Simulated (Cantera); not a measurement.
Equilibrium for calcination and drying: Ca(OH)₂ + H₂O

Feed: 1 mol Ca(OH)₂, 0.015 mol H₂O, held at 10000 Pa.

Equilibrium computed with Cantera from the NASA thermochemical tables; the gas is ideal and each condensed phase is pure. Candidate condensed phases: Ca, CaO, Ca(OH)₂, H₂O; 14 gas species. Kinetics and transport are ignored.

```csv
T (K),x H₂O,x H₂,x O₂,n Ca(OH)₂(s),n CaO(s)
573,1.00,<1e-12,<1e-12,1.00,0
623,1.00,1.70e-11,<1e-12,1.00,0
673,1.00,3.43e-11,1.99e-11,1.00,0
723,1.00,2.73e-10,1.36e-10,0,1.00
773,1.00,1.60e-9,7.94e-10,0,1.00
823,1.00,7.54e-9,3.74e-9,0,1.00
873,1.00,2.99e-8,1.48e-8,0,1.00
```
x: gas mole fraction; n: condensed amount in mol.

From 573 K to 673 K the condensed part is Ca(OH)₂(s). From 723 K to 873 K the condensed part is CaO(s).
